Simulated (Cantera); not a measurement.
Feed: 1 mol NH3, 0.18 mol SO2, 10 mol N2, 1.4 mol H2O, at 653 Torr.

Cantera equilibrium calculation (NASA polynomials, part measured and part estimated; ideal gas, pure solids and liquids). Candidate condensed phases: H2O, H2SO4, S; 35 gas species. Kinetics and transport are ignored.

x: gas mole fraction; nothing condenses.

```csv
T (°C),x N2,x H2O,x H2,x H,x OH,x H2S
1400,0.780,0.129,0.0801,3.46e-5,2.67e-6,0.00654
1500,0.779,0.127,0.0830,8.79e-5,8.33e-6,0.00492
1600,0.778,0.125,0.0859,(withheld),(withheld),(withheld)
1700,0.777,0.123,0.0888,0.000431,5.65e-5,0.00264
1800,0.776,0.120,0.0914,0.000852,0.000127,0.00189
1900,0.775,0.118,0.0936,0.00158,0.000266,0.00132
2000,0.774,0.115,0.0951,(withheld),(withheld),(withheld)
2100,0.772,0.113,0.0959,0.00464,0.000975,0.000597
2200,0.770,0.111,0.0959,0.00740,0.00173,0.000391
2300,0.768,0.109,0.0953,0.0114,0.00292,0.000256
2400,0.764,0.105,0.0943,0.0169,0.00471,0.000169
2500,0.759,0.101,0.0930,0.0243,0.00721,0.000116
2600,0.751,0.0936,0.0916,0.0341,0.0104,8.24e-5
2700,0.742,0.0844,0.0901,0.0467,0.0142,6.16e-5
```

Q: Some entries are withheld; supply them.

A: 
- 1600, x H: 0.000203
- 1600, x OH: 2.29e-5
- 1600, x H2S: 0.00364
- 2000, x H: 0.00278
- 2000, x OH: 0.000524
- 2000, x H2S: 0.000897
